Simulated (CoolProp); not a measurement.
R1234ze(E) along the isobar 10 MPa: Z from the reference equation and from simpler models built on Tc = 109.4 °C, pc = 3.635 MPa, ω = 0.313; each cubic takes its own stable root.

The numbers come from the reference Helmholtz-energy equation of state, Thol 2016 in CoolProp.

```json
[
 {"T (°C)": "83.65", "phase": "liquid", "reference": "0.3755", "van der Waals": "0.5578", "Redlich-Kwong": "0.4289"},
 {"T (°C)": "87.85", "phase": "liquid", "reference": "0.3767", "van der Waals": "0.5563", "Redlich-Kwong": "0.4303"},
 {"T (°C)": "92.05", "phase": "liquid", "reference": "0.3782", "van der Waals": "0.5550", "Redlich-Kwong": "0.4320"},
 {"T (°C)": "96.25", "phase": "liquid", "reference": "0.3801", "van der Waals": "0.5538", "Redlich-Kwong": "0.4340"},
 {"T (°C)": "100.45", "phase": "liquid", "reference": "0.3823", "van der Waals": "0.5529", "Redlich-Kwong": "0.4362"},
 {"T (°C)": "104.65", "phase": "liquid", "reference": "0.3848", "van der Waals": "0.5522", "Redlich-Kwong": "0.4387"},
 {"T (°C)": "108.95", "phase": "liquid", "reference": "0.3879", "van der Waals": "0.5516", "Redlich-Kwong": "0.4417"},
 {"T (°C)": "113.15", "phase": "supercritical", "reference": "0.3914", "van der Waals": "0.5513", "Redlich-Kwong": "0.4449"},
 {"T (°C)": "117.35", "phase": "supercritical", "reference": "0.3953", "van der Waals": "0.5512", "Redlich-Kwong": "0.4484"},
 {"T (°C)": "121.55", "phase": "supercritical", "reference": "0.3999", "van der Waals": "0.5513", "Redlich-Kwong": "0.4524"},
 {"T (°C)": "125.75", "phase": "supercritical", "reference": "0.4050", "van der Waals": "0.5516", "Redlich-Kwong": "0.4567"},
 {"T (°C)": "129.95", "phase": "supercritical", "reference": "0.4109", "van der Waals": "0.5522", "Redlich-Kwong": "0.4614"},
 {"T (°C)": "134.25", "phase": "supercritical", "reference": "0.4177", "van der Waals": "0.5530", "Redlich-Kwong": "0.4666"},
 {"T (°C)": "138.45", "phase": "supercritical", "reference": "0.4253", "van der Waals": "0.5540", "Redlich-Kwong": "0.4722"},
 {"T (°C)": "142.65", "phase": "supercritical", "reference": "0.4337", "van der Waals": "0.5553", "Redlich-Kwong": "0.4782"},
 {"T (°C)": "146.85", "phase": "supercritical", "reference": "0.4432", "van der Waals": "0.5568", "Redlich-Kwong": "0.4847"}
]
```
